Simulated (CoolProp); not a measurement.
Properties of dimethyl carbonate along the isobar 105 bar.

The numbers come from the reference Helmholtz-energy equation of state, Zhou 2011 in CoolProp.

```tsv
T (K)	phase	Z	isothermal compressibility (1/MPa)	fugacity coefficient
326	liquid	0.3364	0.001005	0.003461
333.4	liquid	0.3320	0.001064	0.004627
340.9	liquid	0.3277	0.001129	0.006112
348.3	liquid	0.3238	0.001197	0.007925
355.8	liquid	0.3201	0.001272	0.01017
363.2	liquid	0.3167	0.001351	0.01284
370.7	liquid	0.3135	0.001437	0.01607
378.2	liquid	0.3104	0.001531	0.01988
385.6	liquid	0.3077	0.001631	0.02426
393.1	liquid	0.3051	0.001741	0.02940
400.5	liquid	0.3027	0.001860	0.03521
408	liquid	0.3005	0.001990	0.04190
415.4	liquid	0.2985	0.002132	0.04934
422.9	liquid	0.2967	0.002289	0.05777
430.3	liquid	0.2951	0.002459	0.06701
```
